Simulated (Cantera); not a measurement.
A freely propagating, adiabatic, planar premixed flame of CH4 : O2 : N2 = 1 : 1.54 : 5.78 (molar parts), equivalence ratio 1.3, unburnt at 375 K and 770000 Pa; mixture-averaged transport, grid criteria slope 0.08 and curve 0.16, no radiation.

Computed with Cantera and GRI-Mech 3.0 (53 species, 325 reactions). Burning velocities carry a grid error of a few per cent, more on coarse grids.

Q: Predict: laminar burning velocity; thermal thickness; peak x(HCN); peak x(CO); peak x(CH2O); peak x(H2).

A: 
| Property | Value |
|---|---|
| laminar burning velocity | 12.7 cm/s |
| thermal thickness | 0.188 mm |
| peak x(HCN) | 2.24e-5 |
| peak x(CO) | 0.0626 |
| peak x(CH2O) | 0.00136 |
| peak x(H2) | 0.0441 |
